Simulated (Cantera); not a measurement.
Equilibrium for carbon deposition, reforming and gasification: C3H8 + NH3 + O2

Feed: 1 mol C3H8, 0.83 mol NH3, 0.053 mol O2, at 2600 °C.

Equilibrium computed with Cantera from the NASA thermochemical tables; the gas is ideal and each condensed phase is pure. Candidate condensed phases: C, C6H6, C7H8, C8H18, H2O; 136 gas species. The ideal-gas law is rough above about 30 bar. Equilibrium is a limit: real reactors are often held back by kinetics, nucleation or transport.

```tsv
P (Pa)	log p H2	log p H	log p C3	log p C	log p N2	log p C2H2 (acetylene)	log p HCN	log p CO	log p C2	log p CN	n C(graphite)
10	-6.20	-4.08	-5.33	-5.25	-5.55	-8.39	-7.08	-6.07	-5.93	-6.00	0
56	-4.72	-3.34	-4.45	-4.95	-4.79	-6.32	-5.66	-5.29	-5.35	-5.32	0
320	-3.30	-2.63	-4.12	-4.84	-3.97	-4.67	-4.43	-4.46	-5.12	-4.80	1.70
1800	-2.14	-2.05	-4.12	-4.84	-3.14	-3.52	-3.44	-3.61	-5.12	-4.39	2.26
10000	-1.21	-1.58	-4.12	-4.84	-2.34	-2.58	-2.57	-2.80	-5.12	-3.99	2.28
56000	-0.38	-1.17	-4.12	-4.84	-1.56	-1.75	-1.77	-2.01	-5.12	-3.60	2.26
320000	0.41	-0.77	-4.12	-4.84	-0.79	-0.96	-0.99	-1.24	-5.12	-3.21	2.24
1800000	1.17	-0.39	-4.12	-4.84	-0.03	-0.20	-0.23	-0.48	-5.12	-2.83	2.23
10000000	1.92	-0.02	-4.12	-4.84	0.72	0.55	0.52	0.27	-5.12	-2.46	2.19
```
log p: log10 of the partial pressure in bar; n: condensed amount in mol.

From 10.0 Pa to 56.0 Pa nothing is condensed. From 320 Pa to 1.00e7 Pa the condensed part is C(graphite). The main C-bearing gas is C3 at 10.0 Pa and C2H2 (acetylene) at 1.00e7 Pa.
